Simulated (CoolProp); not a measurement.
Properties of carbonyl sulfide at several states (Tc = 105.6 °C, pc = 6369 kPa, ω = 0.098).

The numbers come from the reference Helmholtz-energy equation of state, Lemmon 2006 in CoolProp. It is a short technical equation, of lower accuracy than the large ones.

| T (°C) | p (kPa) | phase | Z | cp (kJ/(kg K)) | cv (kJ/(kg K)) | speed of sound (m/s) |
|---|---|---|---|---|---|---|
| 253.45 | 28100 | supercritical | 0.7455 | 1.358 | 0.7549 | 361.3 |
| 57.15 | 1330 | gas | 0.8821 | ? | ? | 219.4 |
| 299.85 | 109 | gas | 0.9985 | 0.8446 | 0.7051 | 307.8 |
| 46.85 | 6570 | liquid | 0.1566 | 1.405 | ? | 619.3 |

Problem. Fill in the missing entries.

Solution. 
- 57.15, cp (kJ/(kg K)): 0.8469
- 57.15, cv (kJ/(kg K)): 0.6166
- 46.85, cv (kJ/(kg K)): 0.7131
